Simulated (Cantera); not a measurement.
An adiabatic, constant-volume homogeneous reactor starts with 27.4 % H₂, 15.2 % O₂, 57.3 % N₂, at 1525 K and 240000 Pa.

Detailed kinetics in Cantera: GRI-Mech 3.0 (53 species, 325 reactions). The hydrogen kinetics of GRI-Mech 3.0 are dated; newer H2 mechanisms differ, most at raised pressure. Above 3000 K some thermodynamic fits are extrapolated.

### Question
Predict: time of steepest temperature rise; temperature at 5.00 s; equilibrium temperature; x(H₂) at 5.00 s; x(O₂) at 5.00 s; x(HO₂) at 5.00 s; x(H₂O) at 5.00 s; x(NO) at 5.00 s.

### Answer
- time of steepest temperature rise = 5.05 µs
- temperature at 5.00 s = 3054 K
- equilibrium temperature = 3054 K
- x(H₂) at 5.00 s = 0.0414 (gas-phase equilibrium 0.0414)
- x(O₂) at 5.00 s = 0.0213 (gas-phase equilibrium 0.0213)
- x(HO₂) at 5.00 s = 1.85e-5 (gas-phase equilibrium 1.85e-5)
- x(H₂O) at 5.00 s = 0.234 (gas-phase equilibrium 0.234)
- x(NO) at 5.00 s = 0.0145 (gas-phase equilibrium 0.0145)
